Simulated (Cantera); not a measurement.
Cantera run:

```python
import numpy as np
import cantera as ct

gas_names = """
    H2 TaO2 H2O C2H5OH CO2 C6H6
""".split()
cond_names = """
    Ta2O5(s) Ta2O5(L) TaC(s) TaC(L)
""".split()


def load(file, names, dense=False):
    # The tables refer to 1 bar. Condensed volumes are neglected.
    table = {s.name: s for s in ct.Species.list_from_file(file)}
    out = []
    for n in names:
        d = dict(table[n].input_data)
        d["thermo"] = dict(d["thermo"], **{"reference-pressure": 1e5})
        if dense:
            d["equation-of-state"] = {"model": "constant-volume", "density": "1e6 g/cm^3"}
        out.append(ct.Species.from_dict(d))
    return out


species = {s.name: s for s in load("nasa_gas.yaml", gas_names) + load("nasa_condensed.yaml", cond_names)}
# Each term lists the table entries of one substance; the one whose range holds T is used.
reactions = {
    'Ta2O5 + H2(g) = 2 TaO2(g) + H2O(g)':
        [(-1, ['Ta2O5(s)', 'Ta2O5(L)']), (-1, ['H2']), (2, ['TaO2']), (1, ['H2O'])],
    '9 TaC + 4 C2H5OH(g) + 7 CO2(g) = 4 C6H6(g) + 9 TaO2(g)':
        [(-9, ['TaC(s)', 'TaC(L)']), (-4, ['C2H5OH']), (-7, ['CO2']), (4, ['C6H6']), (9, ['TaO2'])],
}


def pick(names, T):
    return next(species[n] for n in names if species[n].thermo.min_temp <= T <= species[n].thermo.max_temp)


results = []
for label, terms in reactions.items():
    print(label)
    print("     T/K   dH/kJ  dS/(J/K)   dG/kJ   log10 K")
    for T in [1400, 1450, 1500, 1550, 1600, 1650, 1700]:
        used = [(nu, pick(names, T)) for nu, names in terms]
        dH = sum(nu * s.thermo.h(T) for nu, s in used) / 1e6
        dS = sum(nu * s.thermo.s(T) for nu, s in used) / 1e3
        dG = dH - T * dS / 1e3
        logK = -dG * 1e6 / (ct.gas_constant * T * np.log(10))
        results.append((label, T, dH, dS, dG, logK, [s.name for _, s in used]))
        print(f"{T:8g} {dH:8.1f} {dS:8.1f} {dG:8.1f} {logK:8.2f}")
```

Result:

```
Ta2O5 + H2(g) = 2 TaO2(g) + H2O(g)
     T/K   dH/kJ  dS/(J/K)   dG/kJ   log10 K
    1400   1340.6    392.6    791.0   -29.51
    1450   1337.4    390.4    771.4   -27.79
    1500   1334.3    388.2    751.9   -26.18
    1550   1331.1    386.2    732.6   -24.69
    1600   1327.9    384.1    713.3   -23.29
    1650   1324.7    382.2    694.1   -21.97
    1700   1321.5    380.3    675.1   -20.74
9 TaC + 4 C2H5OH(g) + 7 CO2(g) = 4 C6H6(g) + 9 TaO2(g)
     T/K   dH/kJ  dS/(J/K)   dG/kJ   log10 K
    1400   3429.3    468.4   2773.6  -103.48
    1450   3425.1    465.4   2750.3   -99.07
    1500   3420.7    462.4   2727.1   -94.96
    1550   3416.1    459.4   2704.0   -91.12
    1600   3411.5    456.4   2681.2   -87.53
    1650   3406.7    453.5   2658.4   -84.16
    1700   3401.7    450.5   2635.8   -80.99
```

Standard-state values (1 bar) from the NASA 1993 polynomials, evaluated with Cantera. TaC: taken at fixed stoichiometry. Condensed species are held in their standard states even where they would react or evaporate.
